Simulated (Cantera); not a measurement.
What does this Cantera script print?

```python
import numpy as np
import cantera as ct

gas = ct.Solution("h2o2.yaml")
gas.TPX = 1325, 13332, {'H2': 4.1, 'O2': 1, 'N2': 13}
inlet = ct.Reservoir(gas, clone=True)

reactor = ct.IdealGasConstPressureReactor(gas, energy="off", clone=False)
exhaust = ct.Reservoir(gas, clone=True)
tau = [5.6, 2, 0.7, 0.25, 0.089, 0.032, 0.011, 0.004, 0.0014, 0.0005, 0.00018][0]
for a, b in ((inlet, reactor), (reactor, exhaust)):
    ct.MassFlowController(a, b, mdot=lambda t: reactor.mass / tau)
net = ct.ReactorNet([reactor])
show = ['H2', 'O2', 'H2O', 'OH', 'HO2']

rows = []
print(f"{'tau/s':>10s}{'T/K':>9s}" + "".join(f"{s:>11s}" for s in show))
for tau in [5.6, 2, 0.7, 0.25, 0.089, 0.032, 0.011, 0.004, 0.0014, 0.0005, 0.00018]:
    net.initial_time = 0.0
    net.advance(30 * tau)
    before = gas.X
    net.advance(40 * tau)
    drift = np.max(np.abs(gas.X - before) / (gas.X + 1e-9))
    rows.append([gas.T, *gas[show].X, drift])
    print(f"{tau:10.3e}{gas.T:9.1f}" + "".join(f"{x:11.3e}" for x in gas[show].X))
```

Result:

```
     tau/s      T/K         H2         O2        H2O         OH        HO2
 5.600e+00   1325.0  1.218e-01  1.347e-05  1.168e-01  2.701e-05  1.483e-09
 2.000e+00   1325.0  1.211e-01  2.292e-05  1.167e-01  4.516e-05  2.526e-09
 7.000e-01   1325.0  1.199e-01  3.984e-05  1.165e-01  7.622e-05  4.392e-09
 2.500e-01   1325.0  1.181e-01  6.977e-05  1.162e-01  1.272e-04  7.684e-09
 8.900e-02   1325.0  1.151e-01  1.259e-04  1.156e-01  2.121e-04  1.383e-08
 3.200e-02   1325.0  1.108e-01  2.357e-04  1.147e-01  3.497e-04  2.577e-08
 1.100e-02   1325.0  1.044e-01  4.820e-04  1.130e-01  5.802e-04  5.223e-08
 4.000e-03   1325.0  9.739e-02  1.009e-03  1.103e-01  9.050e-04  1.077e-07
 1.400e-03   1325.0  9.159e-02  2.249e-03  1.055e-01  1.331e-03  2.341e-07
 5.000e-04   1325.0  9.234e-02  4.957e-03  9.773e-02  1.737e-03  4.940e-07
 1.800e-04   1325.0  1.067e-01  1.115e-02  8.358e-02  1.998e-03  1.024e-06
```

Detailed kinetics in Cantera: the H2/O2 subset of GRI-Mech 3.0, which has no nitrogen chemistry. The temperature is held fixed by assumption; the heat of reaction is taken as removed at once.
